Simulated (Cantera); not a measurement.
An isothermal, constant-pressure homogeneous reactor starts with 6.19 % H2, 93.8 % O2, at 1400 K and 260 Pa.

Cantera simulation using GRI-Mech 3.0 (53 species, 325 reactions); the numbers are that mechanism's predictions, not measurements. Radical loss at walls, strong at low pressure, is not modelled. The temperature is held fixed by assumption; the heat of reaction is taken as removed at once.

One state of this run: x H2 = 0.00476; x O2 = 0.891; x H2O2 = 2.16e-8; x O = 0.0364; x HO2 = 4.98e-7; x H2O = 0.0470. x: mole fraction; the columns are a selection and need not sum to one.

Problem. Which value of t (s) does it belong to?
A. 0.0252
B. 0.00633
C. 0.399
D. 0.000400

Solution. B, 0.00633
